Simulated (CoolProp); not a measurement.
Values from CoolProp's reference Helmholtz-energy equation of state, Platzer 1990. This equation is an older, rougher fit; its heat capacities, sound speeds and derivatives of the liquid may be far off and weren't checked against measurements.

Task: Give the vapour pressure (MPa), enthalpy of vaporisation (kJ/kg), vapour Z of saturated c-C4F8 (RC318) at 68.95 °C.

Result: 
| T (°C) | p (MPa) | enthalpy of vaporisation (kJ/kg) | vapour Z |
|---|---|---|---|
| 68.95 | 1.04 | 80.2 | 0.754 |
